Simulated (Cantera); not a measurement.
An isothermal, constant-pressure homogeneous reactor starts with NO : N2 = 1 : 0.32 (molar parts), at 1925 K and 10.00 Torr. Integrator tolerance rtol = 1e-08.

Model: GRI-Mech 3.0 (53 species, 325 reactions), integrated in Cantera. Radical loss at walls, strong at low pressure, is not modelled.

What does this change do: pressure from 10.00 Torr to 21.0 Torr?


| quantity | before | after |
|---|---|---|
| x(NO) at 200 s | 0.0100 (gas-phase equilibrium 0.00733) | 0.00794 (gas-phase equilibrium 0.00733) |
| x(O2) at 200 s | 0.372 (gas-phase equilibrium 0.374) | 0.374 (gas-phase equilibrium 0.374) |
| x(NO2) at 200 s | 3.02e-6 (gas-phase equilibrium 2.22e-6) | 3.48e-6 (gas-phase equilibrium 3.21e-6) |
| x(O) at 200 s | 0.00196 (gas-phase equilibrium 0.00196) | 0.00135 (gas-phase equilibrium 0.00135) |
| x(N2) at 200 s | 0.616 (gas-phase equilibrium 0.617) | 0.617 (gas-phase equilibrium 0.617) |
| x(N2O) at 200 s | 5.15e-8 (gas-phase equilibrium 4.24e-8) | 6.37e-8 (gas-phase equilibrium 6.15e-8) |
